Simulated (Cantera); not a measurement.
Input: 1 mol Fe₃O₄, 32 mol H₂, 1.1 mol N₂, at 1552 °C.

Equilibrium computed with Cantera from the NASA thermochemical tables; the gas is ideal and each condensed phase is pure. Candidate condensed phases: Fe, FeO, Fe(OH)₂, Fe(OH)₃, Fe₂O₃, Fe₃O₄, H₂O; 27 gas species. Rates play no part.

### Question
What share of the Fe ends up in condensed phases as a function of P (Pa), at 10, 68, 460, 3200, 22000, 150000, 1000000?

### Answer
```json
[
 {"P (Pa)": "10", "Fe condensed (%)": "0.0", "as": "-"},
 {"P (Pa)": "68", "Fe condensed (%)": "26.9", "as": "Fe(l)"},
 {"P (Pa)": "460", "Fe condensed (%)": "89.8", "as": "Fe(l)"},
 {"P (Pa)": "3200", "Fe condensed (%)": "98.5", "as": "Fe(l)"},
 {"P (Pa)": "22000", "Fe condensed (%)": "99.8", "as": "Fe(l)"},
 {"P (Pa)": "150000", "Fe condensed (%)": "100.0", "as": "Fe(l)"},
 {"P (Pa)": "1000000", "Fe condensed (%)": "100.0", "as": "Fe(l)"}
]
```
